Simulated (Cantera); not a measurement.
A Cantera script and its output.

```python
import numpy as np
import cantera as ct

gas = ct.Solution("gri30.yaml")
gas.TPX = 1400, 2666, {'C2H6': 1, 'H2': 23}
reactor = ct.IdealGasConstPressureReactor(gas, energy="off", clone=False)
net = ct.ReactorNet([reactor])
net.rtol, net.atol = 1e-08, 1e-18
show = ['C2H6', 'H2', 'CH3', 'C2H4', 'C2H2', 'H', 'CH2']
times = np.geomspace(1e-06, 200, 13)

steps = ct.SolutionArray(gas, extra=["t"])
rows = []
print(f"{'t/s':>10s}{'T/K':>9s}{'P/Pa':>11s}" + "".join(f"{s:>11s}" for s in show))
for t in times:
    while net.time < t:
        t_next = net.step()
        steps.append(gas.state, t=t_next)
    rows.append([np.interp(t, steps.t, y) for y in (steps.T, steps.P, *steps(*show).X.T)])
    print(f"{t:10.3e}{rows[-1][0]:9.1f}{rows[-1][1]:11.4g}" + "".join(f"{x:11.3e}" for x in rows[-1][2:]))
rate = np.gradient(steps.T, steps.t)
print("integrator steps:", len(steps.t))
if steps.T.max() > steps.T[0] + 200:
    print(f"time of steepest temperature rise: {steps.t[rate.argmax()]:.4e} s")
gas.TPX = 1400, 2666, {'C2H6': 1, 'H2': 23}
gas.equilibrate("TP")
print(f"equilibrium (TP): T = {gas.T:.1f} K  " + "  ".join(f"{s} {gas[s].X[0]:.3e}" for s in show))
```

Result:

```
       t/s      T/K       P/Pa       C2H6         H2        CH3       C2H4       C2H2          H        CH2
 1.000e-06   1400.0       2666  4.167e-02  9.583e-01  1.904e-06  1.756e-11  1.837e-18  1.796e-08  2.596e-15
 4.918e-06   1400.0       2666  4.166e-02  9.583e-01  9.028e-06  2.169e-09  8.727e-16  3.764e-07  3.252e-13
 2.418e-05   1400.0       2666  4.164e-02  9.583e-01  3.734e-05  6.238e-07  1.584e-12  5.936e-06  4.025e-11
 1.189e-04   1400.0       2666  4.137e-02  9.582e-01  9.947e-05  9.183e-05  8.577e-09  5.305e-05  2.392e-09
 5.848e-04   1400.0       2666  3.677e-02  9.568e-01  4.691e-04  2.968e-03  1.039e-05  2.412e-04  7.581e-08
 2.876e-03   1400.0       2666  6.296e-03  9.429e-01  7.819e-04  1.720e-02  1.452e-03  6.245e-04  2.775e-07
 1.414e-02   1400.0       2666  4.661e-05  9.406e-01  1.228e-04  1.454e-02  7.069e-03  1.534e-04  1.349e-08
 6.955e-02   1400.0       2666  5.925e-06  9.409e-01  2.969e-05  1.030e-02  1.126e-02  3.732e-05  8.491e-10
 3.420e-01   1400.0       2666  2.317e-06  9.412e-01  1.698e-05  5.280e-03  1.617e-02  2.144e-05  2.804e-10
 1.682e+00   1400.0       2666  1.149e-06  9.416e-01  1.876e-05  6.274e-04  2.076e-02  2.387e-05  3.392e-10
 8.270e+00   1400.0       2666  1.084e-06  9.419e-01  1.867e-05  4.574e-04  2.122e-02  2.417e-05  3.415e-10
 4.067e+01   1400.0       2666  9.676e-07  9.434e-01  1.751e-05  4.820e-04  2.250e-02  2.461e-05  3.260e-10
 2.000e+02   1400.0       2666  6.349e-07  9.484e-01  1.345e-05  5.645e-04  2.673e-02  2.632e-05  2.672e-10
integrator steps: 1032
equilibrium (TP): T = 1400.0 K  C2H6 3.365e-07  H2 9.550e-01  CH3 7.382e-06  C2H4 6.762e-04  C2H2 3.226e-02  H 2.931e-05  CH2 1.634e-10
```

Cantera simulation using GRI-Mech 3.0 (53 species, 325 reactions); the numbers are that mechanism's predictions, not measurements. GRI-Mech 3.0 stops at C3 and has no aromatics, soot or wall deposition, so with more carbon than oxygen in the feed, carbon stays in small species such as C2H2 where larger ones or solid carbon would form. Radical loss at walls, strong at low pressure, is not modelled.
